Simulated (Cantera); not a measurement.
A closed system holds: 1 mol B₂H₆, 1.4 mol O₂, 0.38 mol N₂, held at 1525 K and 100 Torr.

These are equilibrium values from Cantera (NASA tables, ideal gas, pure condensed phases), not measurements of a reactor. Candidate condensed phases: B, BN, B₂O₃, B₃O₃H₃, H₂O; 39 gas species. The feed counts by its element totals alone. Mutual solubility and eutectic melting of coexisting phases are not modelled. Gases not in the tables: H₃BO₃. Equilibrium is a limit: real reactors are often held back by kinetics, nucleation or transport.

Base state: H₂ 0.900, N₂ 0.0935, HBO₂ 0.00331, H₂O 0.00161, HBO 0.00118, B₂O₃ 0.000269, H 6.15e-5, B₂O₂ 1.08e-5 (mole fractions); condensed: BN(s) + B₂O₃(l).

### Question
What changes in the equilibrium state with this change: O₂ from 1.4 to 0.26 mol?

### Answer
```
species        before    after
------------  -------  -------
H₂              0.900    0.983
HBO           0.00118   0.0127
B₃O₃H₃        1.96e-6  0.00244
N₂             0.0935  7.88e-8
BH₂           1.05e-8  1.25e-5
B₂O₂          1.08e-5  0.00114
H₂O           0.00161  1.66e-5
BO            2.02e-6  2.08e-5
BN(s), mol      0.139    0.760
B₂O₃(l), mol    0.922    0.149
B(s), mol           0    0.871
```
The tables' values for BH₂ are old estimates; treat these amounts as uncertain.
